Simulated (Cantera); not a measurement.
Charge: 1 mol C2H2, 3 mol H2, 21 mol N2, at 22.0 bar.

These are equilibrium values from Cantera (NASA tables, ideal gas, pure condensed phases), not measurements of a reactor. Candidate condensed phases: C, C6H6, C7H8, C8H18; 92 gas species. Kinetics and transport are ignored. All values below are at 677 °C.

Base state: N2 0.869, H2 0.0963, CH4 0.0342, NH3 0.000506 (mole fractions); condensed: C(graphite).

**Question.** What changes in the equilibrium state with this change: H2 from 3 to 41 mol?

**Answer.** 
```json
[
 {"species": "H2", "before": "0.0963", "after": "0.618"},
 {"species": "N2", "before": "0.869", "after": "0.343"},
 {"species": "CH4", "before": "0.0342", "after": "0.0330"},
 {"species": "NH3", "before": "0.000506", "after": "0.00517"},
 {"species": "C(graphite), mol", "before": "1.17", "after": "0"}
]
```
